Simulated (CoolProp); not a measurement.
Vapour pressure (kPa) of ammonia: the reference equation beside estimates from Tc = 405.6 K, pc = 11360 kPa, ω = 0.256. Clausius-Clapeyron is anchored at 290.4 K with a constant enthalpy of vaporisation of 20.39 kJ/mol.

The numbers come from the reference Helmholtz-energy equation of state, Gao 2020 in CoolProp.

```csv
T (K),reference,Clausius-Clapeyron,van der Waals,Soave-Redlich-Kwong,Peng-Robinson
285.7,670.8,682.5,2353,671.0,668.3
290.4,784.2,784.2,2555,786.3,781.8
295.2,914.6,899.6,2772,919.2,912.5
299.9,1058,1025,2996,1065,1056
304.6,1218,1162,3232,1228,1216
309.3,1395,1314,3479,1409,1394
314.1,1596,1483,3743,1615,1596
318.8,1813,1664,4014,1837,1814
323.5,2052,1861,4298,2081,2054
328.3,2319,2079,4600,2354,2323
333,2605,2310,4908,2647,2612
337.7,2917,2559,5229,2965,2926
342.4,3256,2827,5563,3312,3268
```

Absolute difference from the reference over all 13 rows, mean and median: Clausius-Clapeyron 6.8 and 7.1 %, van der Waals 144.6 and 134.5 %, Soave-Redlich-Kwong 1.1 and 1.2 %, Peng-Robinson 0.2 and 0.2 %.
